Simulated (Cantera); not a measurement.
Input (Python, Cantera):

```python
import numpy as np
import cantera as ct

gas = ct.Solution("gri30.yaml")
gas.TPX = 1023, 56000, {'C3H8': 1, 'H2': 39}
reactor = ct.IdealGasConstPressureReactor(gas, energy="off", clone=False)
net = ct.ReactorNet([reactor])
net.rtol, net.atol = 1e-08, 1e-18
show = ['C3H8', 'H2', 'CH2', 'C2H2', 'C2H', 'CH4', 'C2H6']
times = np.geomspace(8e-05, 10, 13)

steps = ct.SolutionArray(gas, extra=["t"])
rows = []
print(f"{'t/s':>10s}{'T/K':>9s}{'P/Pa':>11s}" + "".join(f"{s:>11s}" for s in show))
for t in times:
    while net.time < t:
        t_next = net.step()
        steps.append(gas.state, t=t_next)
    rows.append([np.interp(t, steps.t, y) for y in (steps.T, steps.P, *steps(*show).X.T)])
    print(f"{t:10.3e}{rows[-1][0]:9.1f}{rows[-1][1]:11.4g}" + "".join(f"{x:11.3e}" for x in rows[-1][2:]))
rate = np.gradient(steps.T, steps.t)
print("integrator steps:", len(steps.t))
if steps.T.max() > steps.T[0] + 200:
    print(f"time of steepest temperature rise: {steps.t[rate.argmax()]:.4e} s")
gas.TPX = 1023, 56000, {'C3H8': 1, 'H2': 39}
gas.equilibrate("TP")
print(f"equilibrium (TP): T = {gas.T:.1f} K  " + "  ".join(f"{s} {gas[s].X[0]:.3e}" for s in show))
```

It prints:

```
       t/s      T/K       P/Pa       C3H8         H2        CH2       C2H2        C2H        CH4       C2H6
 8.000e-05   1023.0    5.6e+04  2.500e-02  9.750e-01  1.180e-16  3.334e-16  7.424e-29  1.060e-07  1.211e-08
 2.127e-04   1023.0    5.6e+04  2.500e-02  9.750e-01  1.271e-15  1.826e-14  1.182e-26  8.791e-07  4.256e-08
 5.657e-04   1023.0    5.6e+04  2.499e-02  9.750e-01  1.038e-14  9.709e-13  1.724e-24  6.740e-06  1.255e-07
 1.504e-03   1023.0    5.6e+04  2.495e-02  9.750e-01  7.015e-14  4.736e-11  2.150e-22  4.803e-05  3.672e-07
 4.000e-03   1023.0    5.6e+04  2.469e-02  9.747e-01  2.881e-13  1.785e-09  1.644e-20  2.958e-04  1.521e-06
 1.064e-02   1023.0    5.6e+04  2.371e-02  9.738e-01  4.090e-13  3.264e-08  3.669e-19  1.253e-03  1.103e-05
 2.828e-02   1023.0    5.6e+04  2.121e-02  9.714e-01  3.410e-13  2.997e-07  3.292e-18  3.694e-03  7.788e-05
 7.521e-02   1023.0    5.6e+04  1.606e-02  9.665e-01  2.100e-13  1.913e-06  1.935e-17  8.747e-03  4.558e-04
 2.000e-01   1023.0    5.6e+04  8.599e-03  9.592e-01  7.243e-14  8.479e-06  6.844e-17  1.617e-02  1.945e-03
 5.318e-01   1023.0    5.6e+04  2.684e-03  9.533e-01  1.428e-14  2.344e-05  1.239e-16  2.227e-02  5.179e-03
 1.414e+00   1023.0    5.6e+04  3.497e-04  9.507e-01  4.547e-15  4.373e-05  1.666e-16  2.506e-02  9.016e-03
 3.761e+00   1023.0    5.6e+04  4.595e-06  9.497e-01  4.234e-15  6.334e-05  2.397e-16  2.650e-02  1.132e-02
 1.000e+01   1023.0    5.6e+04  1.744e-06  9.483e-01  4.576e-15  7.038e-05  2.653e-16  2.930e-02  1.094e-02
integrator steps: 823
equilibrium (TP): T = 1023.0 K  C3H8 8.111e-11  H2 9.250e-01  CH2 1.400e-17  C2H2 8.665e-09  C2H 1.179e-21  CH4 7.499e-02  C2H6 1.307e-06
```

Detailed kinetics in Cantera: GRI-Mech 3.0 (53 species, 325 reactions). GRI-Mech 3.0 was tuned for natural gas; its chemistry of propane as a main component is partial and can be far from experiment. GRI-Mech 3.0 stops at C3 and has no aromatics, soot or wall deposition, so with more carbon than oxygen in the feed, carbon stays in small species such as C2H2 where larger ones or solid carbon would form.
